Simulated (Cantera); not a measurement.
Input: 1 mol Hg, 0.051 mol H₂, 80 mol N₂, at 1550 K and 210 Torr.

Cantera equilibrium calculation (NASA polynomials, part measured and part estimated; ideal gas, pure solids and liquids). Candidate condensed phases: Hg; 10 gas species. Kinetics and transport are ignored.

Base state: N₂ 0.987, Hg 0.0123, H₂ 0.000628 (mole fractions); condensed: gas only.

### Question
What changes in the equilibrium state with this change: Hg replaced by HgO?

### Answer
```
species    before     after
-------  --------  --------
N₂          0.987     0.981
Hg         0.0123    0.0123
O₂              0   0.00568
H₂       0.000628   5.65e-8
H₂O             0  0.000623
NO              0  0.000284
```
Further candidate phases: H₂O, HgO.
